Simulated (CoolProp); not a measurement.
Values from CoolProp's reference Helmholtz-energy equation of state, Thol 2017.

Task: For octamethyltrisiloxane (MDM), give the phase and the speed of sound (m/s), isothermal compressibility (1/MPa) at 575 K and 0.958 MPa.

Result: 
- 575 K and 0.958 MPa: gas; speed of sound 105, isothermal compressibility 1.52
